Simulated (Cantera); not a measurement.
What does this Cantera script print?

```python
import numpy as np
import cantera as ct

gas_names = """
    C CN CO CO2 C2 CCN CNC C2N2 C2O C3 C3O2 C4 C4N2 C5 N NCO NO NO2 NO3 N2 N2O O O2 O3
""".split()
cond_names = """
    C(gr)
""".split()


# ... load() reads the species with a 1 bar reference pressure and builds the phases ...
atoms = {
    'CO': {'C': 1, 'O': 1},
    'O2': {'O': 2},
    'N2': {'N': 2},
    'CO2': {'C': 1, 'O': 2},
}
top_T = {'C(gr)': 4500}  # K; cautious upper limits of use, not melting points


# ... equilibrate(T, P, feed) seeds the gas with the atoms and calls Mixture.equilibrate('TP', solver="vcs", rtol=1e-11, max_steps=5000) ...
results = []
feed = {'CO': 1, 'O2': 0.065, 'N2': 2, 'CO2': 0.11}  # mol
T = 1950  # K
P = 101325  # Pa
mix = equilibrate(T, P, feed)
results.append((T, P, feed, dict(zip(mix.species_names, mix.species_moles))))
print(gas.report(threshold=0.001))
for i in range(1, mix.n_phases):
    print(f"{mix.phase(i).name:16s} {mix.phase_moles(i):12.5e} mol")
```

Result:

```
       temperature   1950 K
          pressure   1.0133e+05 Pa
           density   0.18278 kg/m^3
  mean mol. weight   29.247 kg/kmol
   phase of matter   gas

                          1 kg             1 kmol
                     ---------------   ---------------
          enthalpy       -1.4373e+05       -4.2036e+06  J
   internal energy       -6.9808e+05       -2.0417e+07  J
           entropy            9033.6        2.6421e+05  J/K
    Gibbs function       -1.7759e+07       -5.1941e+08  J
 heat capacity c_p              1295             37876  J/K
 heat capacity c_v            1010.7             29561  J/K

                      mass frac. Y      mole frac. X     chem. pot. / RT
                     ---------------   ---------------   ---------------
                CO           0.26791           0.27975           -35.695
               CO2           0.11612          0.077167           -58.377
                N2           0.61597           0.64308           -27.284
     [  +21 minor]        3.2947e-06        3.2572e-06

C(gr)             0.00000e+00 mol
```

These are equilibrium values from Cantera (NASA tables, ideal gas, pure condensed phases), not measurements of a reactor.
